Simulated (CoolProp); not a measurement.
Properties of R227EA along the isotherm 34.25 °C.

Values from CoolProp's reference Helmholtz-energy equation of state, Lemmon 2016.

```json
[
 {"p (MPa)": "0.0231", "phase": "gas", "cp (kJ/(kg K))": "0.8162", "cv (kJ/(kg K))": "0.7659", "speed of sound (m/s)": "125.9", "expansivity (1/kK)": "3.318", "fugacity coefficient": "0.9945"},
 {"p (MPa)": "0.0374", "phase": "gas", "cp (kJ/(kg K))": "0.8180", "cv (kJ/(kg K))": "0.7668", "speed of sound (m/s)": "125.5", "expansivity (1/kK)": "3.359", "fugacity coefficient": "0.9911"},
 {"p (MPa)": "0.0604", "phase": "gas", "cp (kJ/(kg K))": "0.8209", "cv (kJ/(kg K))": "0.7682", "speed of sound (m/s)": "124.9", "expansivity (1/kK)": "3.427", "fugacity coefficient": "0.9857"},
 {"p (MPa)": "0.0975", "phase": "gas", "cp (kJ/(kg K))": "0.8257", "cv (kJ/(kg K))": "0.7705", "speed of sound (m/s)": "123.9", "expansivity (1/kK)": "3.543", "fugacity coefficient": "0.9769"},
 {"p (MPa)": "0.158", "phase": "gas", "cp (kJ/(kg K))": "0.8343", "cv (kJ/(kg K))": "0.7744", "speed of sound (m/s)": "122.2", "expansivity (1/kK)": "3.747", "fugacity coefficient": "0.9627"},
 {"p (MPa)": "0.255", "phase": "gas", "cp (kJ/(kg K))": "0.8499", "cv (kJ/(kg K))": "0.7813", "speed of sound (m/s)": "119.4", "expansivity (1/kK)": "4.123", "fugacity coefficient": "0.9397"},
 {"p (MPa)": "0.411", "phase": "gas", "cp (kJ/(kg K))": "0.8815", "cv (kJ/(kg K))": "0.7942", "speed of sound (m/s)": "114.4", "expansivity (1/kK)": "4.905", "fugacity coefficient": "0.9028"},
 {"p (MPa)": "0.664", "phase": "liquid", "cp (kJ/(kg K))": "1.213", "cv (kJ/(kg K))": "0.8423", "speed of sound (m/s)": "380.9", "expansivity (1/kK)": "3.457", "fugacity coefficient": "0.7753"},
 {"p (MPa)": "1.07", "phase": "liquid", "cp (kJ/(kg K))": "1.208", "cv (kJ/(kg K))": "0.8419", "speed of sound (m/s)": "386.6", "expansivity (1/kK)": "3.379", "fugacity coefficient": "0.4909"},
 {"p (MPa)": "1.73", "phase": "liquid", "cp (kJ/(kg K))": "1.200", "cv (kJ/(kg K))": "0.8412", "speed of sound (m/s)": "395.3", "expansivity (1/kK)": "3.263", "fugacity coefficient": "0.3136"},
 {"p (MPa)": "2.8", "phase": "liquid", "cp (kJ/(kg K))": "1.189", "cv (kJ/(kg K))": "0.8403", "speed of sound (m/s)": "408.7", "expansivity (1/kK)": "3.100", "fugacity coefficient": "0.2041"},
 {"p (MPa)": "4.53", "phase": "liquid", "cp (kJ/(kg K))": "1.175", "cv (kJ/(kg K))": "0.8392", "speed of sound (m/s)": "428.6", "expansivity (1/kK)": "2.884", "fugacity coefficient": "0.1372"},
 {"p (MPa)": "7.31", "phase": "liquid", "cp (kJ/(kg K))": "1.157", "cv (kJ/(kg K))": "0.8381", "speed of sound (m/s)": "457.2", "expansivity (1/kK)": "2.618", "fugacity coefficient": "0.09711"}
]
```
